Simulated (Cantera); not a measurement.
An adiabatic, constant-pressure homogeneous reactor starts with 8.11 % C3H8, 19.3 % O2, 72.6 % N2, equivalence ratio 2.1, at 1098 K and 500000 Pa.

Model: GRI-Mech 3.0 (53 species, 325 reactions), integrated in Cantera. GRI-Mech 3.0 was tuned for natural gas; its chemistry of propane as a main component is partial and can be far from experiment.

Problem. Predict: time of steepest temperature rise; temperature at 1.00 s; equilibrium temperature; x(O2) at 1.00 s; x(O) at 1.00 s; x(H2O) at 1.00 s; x(HCN) at 1.00 s.

Solution. 
| Quantity | Result |
|---|---|
| time of steepest temperature rise | 21.7 ms |
| temperature at 1.00 s | 2215 K |
| equilibrium temperature | 2215 K |
| x(O2) at 1.00 s | 1.07e-7 (gas-phase equilibrium 1.07e-7) |
| x(O) at 1.00 s | 4.39e-7 (gas-phase equilibrium 4.39e-7) |
| x(H2O) at 1.00 s | 0.0917 (gas-phase equilibrium 0.0917) |
| x(HCN) at 1.00 s | 9.32e-7 (gas-phase equilibrium 9.32e-7) |
